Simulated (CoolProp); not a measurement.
Vapour-liquid equilibrium of propane (1) + R113 (2) at 20.15 °C; x and y are mole fractions of (1).

The numbers come from the multi-fluid Helmholtz-energy mixture model, Lemmon 2009 and Marx 1992; pair parameters Bell 2016 in CoolProp.

| x | bubble pressure, mixture model (MPa) | bubble pressure, Raoult's law (MPa) | y, mixture model | y, Raoult's law |
|---|---|---|---|---|
| 0.05 | 0.08317 | 0.07705 | 0.569 | 0.545 |
| 0.15 | 0.1736 | 0.1573 | 0.807 | 0.801 |
| 0.25 | 0.2597 | 0.2376 | 0.880 | 0.884 |
| 0.35 | 0.3410 | 0.3179 | 0.917 | 0.925 |
| 0.45 | 0.4176 | 0.3982 | 0.939 | 0.949 |
| 0.55 | 0.4910 | 0.4785 | 0.954 | 0.965 |
| 0.65 | 0.5628 | 0.5588 | 0.966 | 0.977 |
| 0.75 | 0.6353 | 0.6391 | 0.976 | 0.986 |
| 0.85 | 0.7114 | 0.7193 | 0.986 | 0.992 |
| 0.95 | 0.7944 | 0.7996 | 0.995 | 0.998 |

The largest gap from Raoult's law is +10.4 % in bubble pressure, at x = 0.15. No azeotrope shows between x = 0.05 and 0.95.

The pair parameters rest on a limited set of measurements; away from them the model extrapolates. The gap from Raoult's law changes sign with composition, which may be real or a fault of the pair parameters; it wasn't checked against measurements.
